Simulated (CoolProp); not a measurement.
Vapour-liquid equilibrium of carbon dioxide (1) + isopentane (2) at 273.1 K; x and y are mole fractions of (1).

Values from CoolProp's multi-fluid Helmholtz-energy mixture model, Span 1996 and Lemmon 2006; pair parameters Kunz 2012.

| x | bubble pressure, mixture model (bar) | bubble pressure, Raoult's law (bar) | y, mixture model | y, Raoult's law |
|---|---|---|---|---|
| 0.05 | 2.742 | 2.068 | 0.871 | 0.842 |
| 0.15 | 7.447 | 5.514 | 0.950 | 0.947 |
| 0.25 | 11.65 | 8.960 | 0.967 | 0.971 |
| 0.35 | 15.15 | 12.41 | 0.974 | 0.982 |
| 0.45 | 17.99 | 15.85 | 0.978 | 0.988 |
| 0.55 | 20.41 | 19.30 | 0.981 | 0.992 |
| 0.65 | 22.71 | 22.74 | 0.984 | 0.995 |
| 0.75 | 25.25 | 26.19 | 0.987 | 0.997 |
| 0.85 | 28.37 | 29.64 | 0.991 | 0.998 |
| 0.95 | 32.38 | 33.08 | 0.996 | 0.999 |

The largest gap from Raoult's law is +35.1 % in bubble pressure, at x = 0.15. No azeotrope shows between x = 0.05 and 0.95.

Pair parameters are fitted to limited data, so mixtures are less certain than the pure fluids. The gap from Raoult's law changes sign with composition, which may be real or a fault of the pair parameters; it wasn't checked against measurements.
